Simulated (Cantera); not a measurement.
Feed: 1 mol B2O3, 9.6 mol HCl, 45 mol H2, 7.3 mol BCl3, at 2.90e-5 bar.

These are equilibrium values from Cantera (NASA tables, ideal gas, pure condensed phases), not measurements of a reactor. Candidate condensed phases: B, B2O3, B3O3H3, H2O; 33 gas species. The tables' values for BOCl, BCl, BCl2 are old estimates; treat these amounts as uncertain. Gases not in the tables: BHCl2. The numbers say what is thermodynamically allowed, not how fast it happens. All values below are at 1225 K.

Base state: H2 0.558, HCl 0.386, BCl3 0.0220, BOCl 0.0139, HBO 0.0107, B3O3Cl3 0.00391, B2O2 0.00382, B2O3 0.000441 (mole fractions); condensed: B(s).

### Question
What changes in the equilibrium state with this change: HCl from 9.6 to 33 mol?

### Answer
| species | before | after |
|---|---|---|
| H2 | 0.558 | 0.468 |
| HCl | 0.386 | 0.458 |
| BCl3 | 0.0220 | 0.0478 |
| HBO | 0.0107 | 0.00705 |
| BOCl | 0.0139 | 0.0130 |
| B2O3 | 0.000441 | 0.000165 |
| HBO2 | 0.000105 | 4.98e-5 |
| B2O2 | 0.00382 | 0.00198 |
| B(s), mol | 4.85 | 2.05 |
